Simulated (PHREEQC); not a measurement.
Silver or lead bath: speciation

Dissolve 1.3 mmol/kgw PbCl2, 0.34 mmol/kgw KNO3 and 190 mmol/kgw Cu(NO3)2 at 75 °C. Closed to the air; pH follows from the charge balance.

Equilibrium calculation in PHREEQC: ion-association model, wateq4f.dat.

Precipitation was switched off in this run.

### Question
Predict the pH, activity of water.

### Answer
pH 3.52; activity of water 0.990.

### Question
In which forms is Cl present?

### Answer
Cl- 53 %, CuCl+ 46 %, PbCl+ 0.8 % of the Cl.

Away from 25 °C the constants follow the database's enthalpies or fits; those with neither stay at their 25 °C values.
